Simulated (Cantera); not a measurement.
An adiabatic, constant-pressure homogeneous reactor starts with CH4 : O2 : N2 : H2O = 1 : 6.45 : 24.3 : 2.1 (molar parts), equivalence ratio 0.31, at 1700 K and 6.51 atm. Integrator tolerance rtol = 1e-08.

Computed with Cantera and GRI-Mech 3.0 (53 species, 325 reactions).

```tsv
quantity	before	after
time of steepest temperature rise	39.0 µs	54.9 µs
temperature at 8.00 s	2266 K	2263 K
equilibrium temperature	2266 K	2263 K
x(CH4) at 8.00 s	<1e-12 (gas-phase equilibrium <1e-12)	<1e-12 (gas-phase equilibrium <1e-12)
x(O2) at 8.00 s	0.125 (gas-phase equilibrium 0.125)	0.125 (gas-phase equilibrium 0.125)
x(H2O) at 8.00 s	0.119 (gas-phase equilibrium 0.119)	0.118 (gas-phase equilibrium 0.118)
x(H) at 8.00 s	4.75e-5 (gas-phase equilibrium 4.75e-5)	6.38e-5 (gas-phase equilibrium 6.38e-5)
x(CO2) at 8.00 s	0.0292 (gas-phase equilibrium 0.0292)	0.0291 (gas-phase equilibrium 0.0291)
```

What was changed between the two runs?
A. O2 6.45 to 9.4 parts
B. constant volume in place of constant pressure
C. pressure from 6.51 atm to 4.24 atm
D. pressure from 6.51 atm to 9.87 atm

C, pressure from 6.51 atm to 4.24 atm
